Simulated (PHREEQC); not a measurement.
**Ultrapure water in contact with air or piping: speciation**

Model water analysis in mg/L, 5 °C, pH 6.27, pe 10.1:

| constituent | mg/L |
|---|---|
| Na | 0.117 |
| K | 0.00421 |
| Ca | 0.031 |
| Mg | 0.115 |
| Cl | 0.0584 |
| S(6) as SO4 | 0.137 |
| Alkalinity as HCO3 | 0.746 |
| Pb | 0.0192 |
| Cu(2) | 0.000188 |
| Li | 0.000502 |

Valence states are taken as typed.

Equilibrium calculation in PHREEQC: ion-association model, wateq4f.dat.

Each row changes one thing in this solution. Precipitation was switched off in this run.

```csv
case,CO2 (mol/kgw),HCO3- (mol/kgw),Pb+2 (mol/kgw),PbOH+ (mol/kgw),Cu+2 (mol/kgw),PbCO3 (mol/kgw),SI of Pb(OH)2 (Pb(OH)2),SI of Anglesite (PbSO4)
as made,2.24e-5,1.27e-5,8.76e-8,3.13e-9,2.69e-9,9.81e-10,-3.41,-5.02
pH from 6.27 to 7.27 at the same alkalinity,2.14e-6,1.22e-5,6.27e-8,…,3.56e-10,6.72e-9,…,-5.16
S(6) from 0.137 to 0.411 mg/L,2.24e-5,1.27e-5,8.75e-8,3.12e-9,2.69e-9,9.77e-10,-3.42,-4.55
all concentrations times 3 at the same typed pH,6.50e-5,3.72e-5,2.53e-7,…,7.95e-9,8.11e-9,-2.96,…
```

Task: What belongs in the gaps?

Result: 
- pH from 6.27 to 7.27 at the same alkalinity, PbOH+ (mol/kgw): 2.24e-8
- pH from 6.27 to 7.27 at the same alkalinity, SI of Pb(OH)2 (Pb(OH)2): -1.56
- all concentrations times 3 at the same typed pH, PbOH+ (mol/kgw): 8.93e-9
- all concentrations times 3 at the same typed pH, SI of Anglesite (PbSO4): -4.10

At this temperature some constants are extrapolated from 25 °C, and those without enthalpy data are left unchanged. The database's constant for dissolved Cu(OH)2 is higher than later reviews accept.
